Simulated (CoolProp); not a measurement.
A single-stage vapour-compression cycle with nitrous oxide: evaporating at 234.15 K (dew point), condensing at 284.15 K (bubble point), superheat 2 K, subcooling 0 K, compressor efficiency 0.9, no pressure losses. Each further row changes one setting.

Model: reference Helmholtz-energy equation of state, Lemmon 2006, in CoolProp. It is a short technical equation, of lower accuracy than the large ones.

```csv
case,cooling COP,pressure ratio,discharge temperature (K),refrigerating effect (kJ/kg),volumetric capacity (kJ/m³)
as stated,2.87,4.21,339.2,208,5180
evaporating temperature 239.15 K,3.34,3.55,332.2,210,6170
condensing temperature 279.15 K,3.35,3.73,329.3,220,5480
subcooling 5 K,3.04,4.21,339.2,221,5490
superheat 12 K,2.83,4.21,352.2,219,5110
compressor efficiency 0.8,2.55,4.21,347.0,208,5180
```
